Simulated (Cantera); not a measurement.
## Ignition delay

Mixture: 7.40 % C₃H₈, 19.5 % O₂, 73.2 % N₂, equivalence ratio 1.9, at 4.93 atm, adiabatic and at constant pressure. Ignition delay is the time to a rise of 400 K.

Model: GRI-Mech 3.0 (53 species, 325 reactions), integrated in Cantera. GRI-Mech 3.0 was tuned for natural gas; its chemistry of propane as a main component is partial and can be far from experiment.

```
T0 (K)  delay (ms)
------  ----------
1050          57.0
1125          12.4
1200          2.81
1275         0.708
1350         0.210
1425        0.0750
```

The apparent activation energy between 1275 and 1425 K is 230 kJ/mol.
